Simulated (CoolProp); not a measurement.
A closed Brayton cycle with carbon dioxide: compressor inlet 314.15 K and 8.3 MPa, high pressure 24.8 MPa, turbine inlet 820 K, compressor efficiency 0.8, turbine efficiency 0.85, recuperator effectiveness 0.95 (on enthalpy, no pinch check). Each further row changes one setting.

Computed with CoolProp (reference Helmholtz-energy equation of state, Span 1996).

| case | thermal efficiency (%) | net work (kJ/kg) | compressor to turbine work | compressor exit (K) | turbine exit (K) |
|---|---|---|---|---|---|
| as stated | 34.1 | 84.8 | 0.36 | 391.7 | 696.9 |
| turbine inlet 770 K | 31.9 | ? | 0.39 | 391.7 | 651.2 |
| compressor inlet 324.15 K | 31.9 | 73.2 | ? | 417.0 | 696.9 |
| high pressure 21.1 MPa | 33.5 | 75.7 | 0.34 | ? | 714.6 |
| recuperator effectiveness 0.5 | 20.8 | 84.8 | 0.36 | 391.7 | 696.9 |

What belongs in the gaps?


- turbine inlet 770 K, net work (kJ/kg): 75.4
- compressor inlet 324.15 K, compressor to turbine work: 0.45
- high pressure 21.1 MPa, compressor exit (K): 379.8
